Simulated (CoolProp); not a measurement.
C3F8 (R218) at 407.9 K and 3.49 MPa is throttled through a valve to 2.05 MPa with no heat exchange. Each further row changes one setting.

Computed with CoolProp (reference Helmholtz-energy equation of state, Lemmon 2006). It is a short technical equation, of lower accuracy than the large ones.

```json
[
 {"case": "as stated", "temperature change (K)": "-9.6", "final phase": "gas", "final density (kg/m³)": "140"},
 {"case": "outlet pressure 0.615 MPa", "temperature change (K)": "(withheld)", "final phase": "gas", "final density (kg/m³)": "37.7"},
 {"case": "outlet pressure 2.67 MPa", "temperature change (K)": "-5.4", "final phase": "(withheld)", "final density (kg/m³)": "(withheld)"}
]
```

What belongs in the gaps?


- outlet pressure 0.615 MPa, temperature change (K): -18.6
- outlet pressure 2.67 MPa, final phase: supercritical
- outlet pressure 2.67 MPa, final density (kg/m³): 192
